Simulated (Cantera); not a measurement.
Input: 1 mol S, a varied amount of O2, held at 1898.15 K and 14.0 bar.

Equilibrium computed with Cantera from the NASA thermochemical tables; the gas is ideal and each condensed phase is pure. Candidate condensed phases: S; 10 gas species. The numbers say what is thermodynamically allowed, not how fast it happens.

x: gas mole fraction; nothing condenses.

```csv
n(O2) (mol),x SO2,x O2,x S2,x S2O,x SO,x SO3,x S
0.2,0.308,7.48e-8,0.638,0.0358,0.0169,2.40e-6,(withheld)
0.28,0.412,1.09e-7,0.533,0.0361,0.0187,3.87e-6,(withheld)
0.39,0.536,1.62e-7,0.410,0.0338,0.0200,6.14e-6,(withheld)
0.56,0.695,2.66e-7,0.257,0.0272,0.0202,1.02e-5,(withheld)
0.78,0.859,5.08e-7,0.107,0.0157,0.0181,1.74e-5,(withheld)
1.1,0.905,0.0875,4.02e-12,2.44e-10,4.59e-5,0.00761,(withheld)
1.5,0.659,0.330,<1e-12,1.77e-11,1.72e-5,0.0108,(withheld)
2.2,0.447,0.543,<1e-12,3.85e-12,9.11e-6,0.00937,(withheld)
3.1,0.316,0.676,<1e-12,1.39e-12,5.77e-6,0.00740,(withheld)
4.3,0.228,0.767,<1e-12,<1e-12,3.90e-6,0.00566,(withheld)
```

Question: Complete the blanks.

Answer: 
- 0.2, x S: 0.000336
- 0.28, x S: 0.000307
- 0.39, x S: 0.000270
- 0.56, x S: 0.000213
- 0.78, x S: 0.000138
- 1.1, x S: 8.44e-10
- 1.5, x S: 1.63e-10
- 2.2, x S: 6.72e-11
- 3.1, x S: 3.82e-11
- 4.3, x S: 2.42e-11
